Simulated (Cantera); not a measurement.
Feed: 1 mol HMDSO, 1.3 mol H2O, 3.8 mol H2, 26 mol N2O, held at 1.00 bar.

Method: chemical equilibrium by Gibbs-energy minimisation in Cantera with the NASA 1993 tables (ideal gas, pure condensed phases). Candidate condensed phases: C, C6H6, C7H8, C8H18, H2O, Si, SiC, SiO2, Si2N2O, Si3N4; 151 gas species. The feed counts by its element totals alone. The tables hold silica as quartz up to 1696 K and as liquid above; real silica turns to tridymite and cristobalite and melts near 1996 K. Gases not in the tables: Si(OH)4. Rates play no part.

x: gas mole fraction; n: condensed amount in mol.

| T (K) | x N2 | x H2O | x CO2 | x H2 | x CO | x CH4 | n SiO2(α-quartz) | n SiO2(β-quartz) |
|---|---|---|---|---|---|---|---|---|
| 673 | 0.566 | 0.273 | 0.128 | 0.0302 | 0.00115 | … | 2.00 | 0 |
| 723 | 0.564 | 0.270 | 0.128 | 0.0353 | 0.00218 | … | 2.00 | 0 |
| 773 | 0.564 | 0.270 | 0.127 | 0.0355 | 0.00326 | … | 2.00 | 0 |
| 823 | 0.564 | 0.271 | 0.126 | 0.0346 | 0.00443 | … | 2.00 | 0 |
| 873 | 0.564 | 0.273 | 0.124 | 0.0333 | 0.00570 | … | 0 | 2.00 |
| 923 | 0.564 | 0.274 | 0.123 | 0.0320 | 0.00704 | … | 0 | 2.00 |
| 973 | 0.564 | 0.275 | 0.122 | 0.0306 | 0.00840 | … | 0 | 2.00 |
| 1023 | 0.564 | 0.277 | 0.120 | 0.0293 | 0.00976 | … | 0 | 2.00 |
| 1073 | 0.564 | 0.278 | 0.119 | 0.0280 | 0.0111 | … | 0 | 2.00 |
| 1123 | 0.564 | 0.279 | 0.118 | 0.0267 | 0.0123 | … | 0 | 2.00 |
| 1173 | 0.564 | 0.280 | 0.117 | 0.0255 | 0.0135 | … | 0 | 2.00 |
| 1223 | 0.564 | 0.281 | 0.116 | 0.0244 | 0.0146 | … | 0 | 2.00 |

**Question.** Some entries are withheld; supply them.

**Answer.** 
- 673, x CH4: 0.00194
- 723, x CH4: 0.000387
- 773, x CH4: 5.46e-5
- 823, x CH4: 8.33e-6
- 873, x CH4: 1.48e-6
- 923, x CH4: 3.03e-7
- 973, x CH4: 7.02e-8
- 1023, x CH4: 1.82e-8
- 1073, x CH4: 5.21e-9
- 1123, x CH4: 1.63e-9
- 1173, x CH4: 5.54e-10
- 1223, x CH4: 2.02e-10
